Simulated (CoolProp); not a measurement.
Saturation properties of carbon monoxide.

Values from CoolProp's reference Helmholtz-energy equation of state, Lemmon 2006. It is a short technical equation, of lower accuracy than the large ones.

| T (K) | p (bar) | liquid density (kg/m³) | vapour density (kg/m³) | enthalpy of vaporisation (kJ/kg) | liquid cp (kJ/(kg K)) |
|---|---|---|---|---|---|
| 78.3 | 0.6807 | 807.6 | 3.023 | 219.2 | 2.140 |
| 82.1 | … | … | 4.577 | 214.0 | 2.147 |
| 85.8 | 1.587 | 774.7 | 6.606 | 208.7 | 2.162 |
| 89.6 | 2.298 | 757.2 | … | 202.9 | 2.185 |
| 93.3 | 3.197 | 739.5 | 12.73 | 196.7 | 2.217 |
| 97.1 | 4.364 | 720.5 | 17.12 | 189.9 | 2.262 |
| 100.8 | 5.773 | 701.1 | 22.45 | 182.6 | 2.320 |
| 104.6 | 7.536 | 680.0 | 29.24 | 174.4 | 2.398 |
| 108.3 | 9.596 | 658.1 | … | 165.5 | 2.500 |
| 112.1 | 12.10 | 633.7 | 47.75 | 155.3 | 2.643 |
| 115.8 | 14.96 | 607.8 | 60.34 | … | 2.843 |
| 119.6 | 18.38 | 578.0 | 76.78 | 130.5 | 3.159 |
| 123.3 | 22.21 | 544.3 | … | 114.7 | 3.693 |
| 127 | 26.61 | 502.8 | 127.4 | 94.67 | 4.873 |
| 130.8 | 31.81 | 439.2 | 179.5 | 63.42 | … |

### Question
Complete the blanks.

### Answer

- 82.1, p (bar): 1.068
- 82.1, liquid density (kg/m³): 791.2
- 89.6, vapour density (kg/m³): 9.330
- 108.3, vapour density (kg/m³): 37.39
- 115.8, enthalpy of vaporisation (kJ/kg): 144.0
- 123.3, vapour density (kg/m³): 97.83
- 130.8, liquid cp (kJ/(kg K)): 10.56

It boils at 81.6 K under 1 atm.
